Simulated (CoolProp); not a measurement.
Octamethylcyclotetrasiloxane (D4) at 375.14 K and 12.9 MPa is throttled through a valve to 2.58 MPa with no heat exchange. Each further row changes one setting.

Computed with CoolProp (reference Helmholtz-energy equation of state, Thol 2015).

```csv
case,temperature change (K),final density (kg/m³)
as stated,___,___
outlet pressure 0.774 MPa,+4.0,___
outlet pressure 3.35 MPa,+3.2,865
```

What belongs in the gaps?


- as stated, temperature change (K): +3.5
- as stated, final density (kg/m³): 863
- outlet pressure 0.774 MPa, final density (kg/m³): 858
